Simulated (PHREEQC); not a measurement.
**Spent oxide etchant: an equilibrium model**

Dissolve 0.11 mol/kgw NH4HF2, 0.016 mol/kgw H2SiF6 and 0.13 mol/kgw HCl at 27 °C. Closed to the air; pH follows from the charge balance.

The numbers come from PHREEQC with the ion-association model, wateq4f.dat.

Each row changes one thing in this solution. This is a speciation only: nothing precipitates in the calculation.

| case | pH | ionic strength (mol/kgw) | HF (mol/kgw) | H2F2 (mol/kgw) | F- (mol/kgw) | HF2- (mol/kgw) | SI of Quartz (SiO2) |
|---|---|---|---|---|---|---|---|
| as made | 1.35 | 0.182 | 0.130 | 0.0424 | 0.00271 | 0.00143 | -6.79 |
| HCl from 0.13 to 0.117 mol/kgw | 1.45 | 0.170 | 0.129 | 0.0420 | 0.00338 | 0.00177 | -6.97 |
| temperature from 27 to 30 °C | 1.35 | 0.182 | 0.134 | 0.0404 | 0.00265 | 0.00147 | -6.66 |
| HCl left out | 2.90 | 0.128 | 0.0846 | 0.0179 | 0.0594 | 0.0202 | -8.69 |
| temperature from 27 to 35 °C | 1.35 | 0.182 | 0.140 | 0.0370 | 0.00255 | 0.00153 | -6.43 |
| diluted 5-fold with water | 1.95 | 0.0383 | 0.0350 | 0.00299 | 0.00241 | 0.000331 | -4.97 |
| diluted 100-fold with water | 2.91 | 0.00250 | 0.00165 | 6.63e-6 | 0.000908 | 5.85e-6 | -0.24 |
| NH4HF2 from 0.11 to 0.22 mol/kgw | 2.31 | 0.242 | 0.181 | 0.0838 | 0.0368 | 0.0274 | -9.68 |

Complexes and solids missing from the database can't appear. wateq4f.dat counts part of the HF as a dimer, H2F2, which phreeqc.dat doesn't know; its constant is uncertain. SiF6-2 is the database's only silicon fluoride.
